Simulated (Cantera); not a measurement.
Feed: 1 mol Si3H8, 6.6 mol H2, equilibrated at 0.0100 bar.

Equilibrium computed with Cantera from the NASA thermochemical tables; the gas is ideal and each condensed phase is pure. Candidate condensed phases: Si; 9 gas species. The feed counts by its element totals alone. Gases not in the tables: Si2H6 and higher silanes. Rates play no part.

x: gas mole fraction; n: condensed amount in mol.

```csv
T (°C),x H2,x H,x Si,x SiH,x SiH2,x Si2,n Si(s),n Si(l)
1375,0.999,[?],2.58e-5,4.74e-6,8.47e-6,8.58e-8,3.00,0
1400,0.999,[?],4.18e-5,7.06e-6,1.10e-5,1.61e-7,3.00,0
1425,0.998,[?],6.57e-5,1.02e-5,1.39e-5,2.86e-7,0,3.00
1450,0.998,[?],9.83e-5,1.41e-5,1.69e-5,4.66e-7,0,3.00
1475,0.998,[?],0.000146,1.93e-5,2.05e-5,7.48e-7,0,3.00
1500,0.997,[?],0.000213,2.63e-5,2.46e-5,1.18e-6,0,3.00
1525,0.996,[?],0.000308,3.53e-5,2.94e-5,1.85e-6,0,3.00
```

Task: Complete the blanks.

Result: 
- 1375, x H: 0.000890
- 1400, x H: 0.00114
- 1425, x H: 0.00144
- 1450, x H: 0.00182
- 1475, x H: 0.00228
- 1500, x H: 0.00284
- 1525, x H: 0.00351
